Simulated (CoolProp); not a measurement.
Properties of toluene along the isobar 4.5 bar.

Model: reference Helmholtz-energy equation of state, Lemmon 2006, in CoolProp. It is a short technical equation, of lower accuracy than the large ones.

```tsv
T (K)	phase	density (kg/m³)	cp (kJ/(kg K))	expansivity (1/kK)	viscosity (µPa s)
202.9	liquid	951.0	1.481	0.9991	4050
228.4	liquid	927.0	1.518	1.004	1800
253.9	liquid	903.4	1.574	1.021	1060
279.4	liquid	879.9	1.643	1.050	706
304.9	liquid	856.2	1.722	1.090	512
330.4	liquid	832.2	1.808	1.144	391
355.8	liquid	807.7	1.898	1.215	311
381.3	liquid	782.1	1.993	1.307	254
406.8	liquid	755.4	2.091	1.431	212
432.3	liquid	726.8	2.195	1.600	179
457.8	gas	12.15	1.817	3.159	10.4
483.3	gas	11.27	1.874	2.775	11.1
```

Viscosity comes from a separate model (Avgeri 2015).
